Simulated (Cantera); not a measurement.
Stirred combustor or abatement burner

A perfectly stirred reactor is fed with H2 : O2 : N2 = 1 : 0.455 : 1.71 (molar parts), equivalence ratio 1.1, at 5.00 bar; it is adiabatic with a 700 K inlet, and is followed from long to short residence time, starting on the burning branch (τ in s: 0.03, 0.013, 0.0053, 0.0023, 0.00095, 0.0004, 0.00017, 7.2e-05, 3e-05, 1.3e-05, 5.4e-06).

Computed with Cantera and the H2/O2 subset of GRI-Mech 3.0, which has no nitrogen chemistry. The hydrogen kinetics of GRI-Mech 3.0 are dated; newer H2 mechanisms differ, most at raised pressure.

```
τ (s)    T (K)    x H2     x O2      x H       x O     x OH  x H2O   x H2O2
-------  -----  ------  -------  -------  --------  -------  -----  -------
0.030     2670  0.0402  0.00217  0.00463  0.000673  0.00911  0.318  3.31e-7
0.013     2668  0.0403  0.00222  0.00469  0.000686  0.00919  0.318  3.36e-7
0.0053    2664  0.0405  0.00234  0.00484  0.000718  0.00937  0.318  3.47e-7
0.0023    2656  0.0411  0.00258  0.00516  0.000785  0.00973  0.316  3.69e-7
0.00095   2639  0.0423  0.00312  0.00587  0.000942   0.0105  0.314  4.15e-7
0.00040   2606  0.0445  0.00412  0.00728   0.00126   0.0118  0.309  4.93e-7
0.00017   2552  0.0479  0.00577  0.00985   0.00186   0.0137  0.302  6.06e-7
7.2e-5    2468  0.0526  0.00824   0.0142   0.00292   0.0159  0.292  7.58e-7
3.0e-5    2349  0.0583   0.0117   0.0213   0.00458   0.0178  0.278  9.80e-7
1.3e-5    2206  0.0641   0.0159   0.0307   0.00665   0.0185  0.263  1.33e-6
5.4e-6    2027  0.0712   0.0220   0.0431   0.00889   0.0175  0.245  2.07e-6
```
x: mole fraction; the columns are a selection and need not sum to one.
